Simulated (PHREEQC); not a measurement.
# Copper plating or etch bath

Solution (25 °C and 100 atm): 0.23 mol CuCl2, 0.00024 mol HBF4 and 0.14 mol FeCl3 per kg of water. Closed to the air; pH follows from the charge balance.

The numbers come from PHREEQC with the ion-association model, phreeqc.dat.

Each row changes one thing in this solution. This is a speciation only: nothing precipitates in the calculation.

| case | pH | ionic strength (mol/kgw) | Cl- (mol/kgw) | FeCl+2 (mol/kgw) | FeCl2+ (mol/kgw) | Fe+3 (mol/kgw) | SI of Goethite (FeOOH) | SI of Hematite (Fe2O3) |
|---|---|---|---|---|---|---|---|---|
| as made | 2.15 | 0.950 | 0.651 | 0.0761 | 0.0394 | 0.0142 | +4.45 | +10.91 |
| temperature from 25 to 75 °C | 1.82 | 0.784 | 0.569 | 0.102 | 0.0108 | 0.00629 | ___ | ___ |
| CuCl2 from 0.23 to 0.023 mol/kgw | 1.88 | 0.544 | 0.339 | 0.0737 | 0.0241 | 0.0250 | +3.99 | +9.98 |
| temperature from 25 to 90 °C | 1.75 | 0.751 | 0.553 | 0.104 | 0.00724 | 0.00490 | ___ | +11.47 |
| CuCl2 replaced by FeCl2 at the same molality | 2.17 | 1.02 | 0.690 | 0.0760 | 0.0407 | 0.0135 | +4.50 | +11.01 |
| diluted 100-fold with water | 2.92 | 0.0129 | 0.00873 | 3.65e-5 | 9.74e-7 | 0.000226 | +5.76 | +13.51 |

Complete the blanks.


- temperature from 25 to 75 °C, SI of Goethite (FeOOH): +4.58
- temperature from 25 to 75 °C, SI of Hematite (Fe2O3): +11.36
- temperature from 25 to 90 °C, SI of Goethite (FeOOH): +4.61

The ionic strength passes 0.7 mol/kgw, the rough limit of the ion-association models, in as made; temperature from 25 to 75 °C; temperature from 25 to 90 °C; CuCl2 replaced by FeCl2 at the same molality. Species that the database lacks are ignored. Some of these states are supersaturated (in Hematite (slow to form), Goethite (slow to form), for instance). Under pressure, the constants of complexes without a molar volume in the database are unreliable. At this temperature some constants are extrapolated from 25 °C, and those without enthalpy data are left unchanged. Real BF4- forms and hydrolyses slowly; the run takes it at equilibrium. Fluoro complexes past AlF4- and FeF3 are missing from the database.
